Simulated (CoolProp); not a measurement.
Vapour-liquid equilibrium of o-xylene (1) + n-undecane (2) at 39.4 kPa; x and y are mole fractions of (1).

The numbers come from the multi-fluid Helmholtz-energy mixture model, Zhou 2012 and Aleksandrov 2011; pair parameters Bell 2016 in CoolProp.

Question: Give the bubble temperature and the first vapour's composition at x = 0.5, 0.65, 0.8. Is there an azeotrope?

Answer: x = 0.5: 402.0 K, y = 0.822; x = 0.65: 395.9 K, y = 0.900; x = 0.8: 390.8 K, y = 0.953. No azeotrope shows between x = 0.05 and 0.95.

The pair parameters rest on a limited set of measurements; away from them the model extrapolates.
